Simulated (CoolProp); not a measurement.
The fluid at 337.92 K and 1.63 MPa is compressed adiabatically to 4.35 MPa with isentropic efficiency 1. The same conditions are run with several fluids, on thermodynamics alone (safety and materials aside).

Values from CoolProp's reference Helmholtz-energy equation of state of each fluid (R125: Lemmon 2005; R13: Platzer 1990; R410A: Lemmon 2003; ammonia: Gao 2020; C2F6 (R116): Lemmon 2006). The equations of Platzer and Polt are older, rougher fits. Blends and air are pseudo-pure fits.

| fluid | work (kJ/kg) | final temperature (K) | final phase | final density (kg/m³) |
|---|---|---|---|---|
| R125 | [?] | [?] | supercritical | 245 |
| R13 | [?] | 387.2 | supercritical | 169 |
| R410A | 33.6 | 394.5 | gas | [?] |
| ammonia | [?] | [?] | gas | [?] |
| C2F6 (R116) | 17.6 | 372.0 | supercritical | 245 |

### Question
Complete the blanks.

### Answer

- R125, work (kJ/kg): 18.3
- R125, final temperature (K): 380.6
- R13, work (kJ/kg): 24.5
- R410A, final density (kg/m³): 123
- ammonia, work (kJ/kg): 159
- ammonia, final temperature (K): 422.3
- ammonia, final density (kg/m³): 24.3
